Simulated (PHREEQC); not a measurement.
A column of 0.2 m (30 cells, dispersivity 0.007 m, 720 s a shift, diffusion coefficient 3e-10 m²/s) holds 0.027 eq of the database's cation exchanger X per kg of pore water, first in equilibrium with 0.0086 mol KBr and 1e-05 mol HCl per kg of water. It is flushed with 0.0028 mol/kgw CaCl2, 0.0023 mol/kgw MgCl2 and 1e-05 mol/kgw HCl, at 40 °C. Values are for the last cell. No CO2 enters from the air. Nothing may precipitate in this run.

Equilibrium calculation in PHREEQC: ion-association model, phreeqc.dat.

| pore volumes | Br in solution (mol/kgw) | Mg in solution (mol/kgw) | Ca in solution (mol/kgw) | K in solution (mol/kgw) | Cl in solution (mol/kgw) | CaX2 on the exchanger (mol/kgw) | KX on the exchanger (mol/kgw) |
|---|---|---|---|---|---|---|---|
| 0 | 0.00860 | 0 | 0 | 0.00860 | 1.00e-5 | 0 | 0.0270 |
| 0.55 | 0.00847 | 0 | 0 | 0.00862 | 0.000161 | 0 | 0.0270 |
| 0.8167 | 0.00634 | 0 | 0 | 0.00902 | 0.00269 | 0 | 0.0270 |
| 1.083 | 0.00285 | 0 | 0 | 0.00967 | 0.00683 | 0 | 0.0270 |
| 1.617 | 0.000215 | 0 | 0 | 0.0102 | ___ | 0 | 0.0270 |
| 2.15 | 8.81e-6 | 0 | 0 | 0.0102 | 0.0102 | 0 | 0.0270 |
| 2.417 | 1.60e-6 | 7.54e-13 | 0 | 0.0102 | 0.0102 | 2.91e-14 | 0.0270 |
| 2.683 | 2.78e-7 | 1.87e-10 | 5.42e-13 | 0.0102 | 0.0102 | 2.40e-11 | 0.0270 |
| 3.217 | 7.77e-9 | 1.03e-5 | 3.46e-7 | 0.0102 | 0.0102 | 1.47e-5 | 0.0264 |
| 3.75 | 2.03e-10 | 0.00299 | 0.000863 | 0.00249 | 0.0102 | 0.00389 | 0.00210 |
| 4.017 | 3.23e-11 | 0.00320 | 0.00149 | 0.000827 | 0.0102 | 0.00558 | 0.000638 |
| 4.283 | 5.11e-12 | 0.00304 | 0.00192 | 0.000288 | 0.0102 | 0.00668 | 0.000214 |
| 4.817 | 1.26e-13 | 0.00269 | 0.00240 | 3.78e-5 | 0.0102 | 0.00789 | 2.73e-5 |
| 5.35 | 0 | 0.00248 | 0.00262 | 5.29e-6 | 0.0102 | 0.00843 | 3.78e-6 |
| 5.617 | 0 | 0.00242 | 0.00268 | 2.01e-6 | 0.0102 | 0.00858 | 1.43e-6 |
| 5.883 | 0 | ___ | 0.00272 | 7.67e-7 | 0.0102 | 0.00868 | 5.46e-7 |
| 6.417 | 0 | 0.00234 | 0.00276 | 1.14e-7 | 0.0102 | 0.00879 | 8.08e-8 |
| 6.95 | 0 | 0.00232 | 0.00278 | 1.72e-8 | 0.0102 | 0.00884 | ___ |
| 7.217 | 0 | 0.00231 | 0.00279 | 6.69e-9 | 0.0102 | 0.00885 | 4.74e-9 |
| 7.483 | 0 | 0.00231 | 0.00279 | 2.61e-9 | 0.0102 | 0.00886 | 1.85e-9 |
| 8.017 | 0 | 0.00230 | 0.00280 | 4.01e-10 | 0.0102 | 0.00887 | 2.84e-10 |

Task: Fill in the missing entries.

Result: 
- 1.617, Cl in solution (mol/kgw): 0.00995
- 5.883, Mg in solution (mol/kgw): 0.00238
- 6.95, KX on the exchanger (mol/kgw): 1.22e-8

Species that the database lacks are ignored. At this temperature some constants are extrapolated from 25 °C, and those without enthalpy data are left unchanged.
